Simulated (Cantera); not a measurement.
A closed system holds: 1 mol Fe2O3, 1.4 mol CH4, 0.24 mol N2, equilibrated at 2200 °C.

Cantera equilibrium calculation (NASA polynomials, part measured and part estimated; ideal gas, pure solids and liquids). Candidate condensed phases: C, C6H6, C7H8, C8H18, Fe, Fe(CO)5, FeO, Fe(OH)2, Fe(OH)3, Fe2O3, Fe3O4, H2O; 140 gas species. Each liquid is taken as pure. Mutual solubility and eutectic melting of coexisting phases are not modelled. The tables' stoichiometric FeO is somewhat more stable than real wüstite, so its field is too wide. FeO: taken at fixed stoichiometry. Equilibrium is a limit: real reactors are often held back by kinetics, nucleation or transport.

Task: Which condensed phases are stable at each of these points (P (Pa)): 10, 42, 180, 750, 3200, 13000, 56000, 240000, 1000000?

Result: 
```tsv
P (Pa)	condensed phases	Fe condensed (%)
10	gas only	0.0
42	gas only	0.0
180	gas only	0.0
750	gas only	0.0
3200	gas only	0.0
13000	Fe(l) + FeO(l)	43.3
56000	Fe(l) + FeO(l)	89.0
240000	Fe(l) + FeO(l)	97.5
1000000	Fe(l) + FeO(l)	99.3
```

From 10.0 Pa to 3200 Pa nothing is condensed. From 13000 Pa to 1000000 Pa the condensed part is Fe(l) + FeO(l).
